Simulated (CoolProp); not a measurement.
The fluid at 358.33 K and 0.0686 MPa expands adiabatically to 0.0054 MPa with isentropic efficiency 0.85. The same conditions are run with several fluids, on thermodynamics alone (safety and materials aside).

Values from CoolProp's reference Helmholtz-energy equation of state of each fluid (ethanol: Schroeder 2014; chlorine: Thol 2021; isobutene: Lemmon 2005; n-hexane: Thol 2019; R404A: Lemmon 2003). Blends and air are pseudo-pure fits.

```csv
fluid,work (kJ/kg),final temperature (K),final phase,final density (kg/m³)
ethanol,121,291.7,"two-phase, vapour fraction 0.972",0.106
chlorine,67.2,215.7,gas,0.214
isobutene,102,297.2,gas,0.123
n-hexane,69.0,319.3,gas,0.176
R404A,58.6,293.5,gas,0.216
```
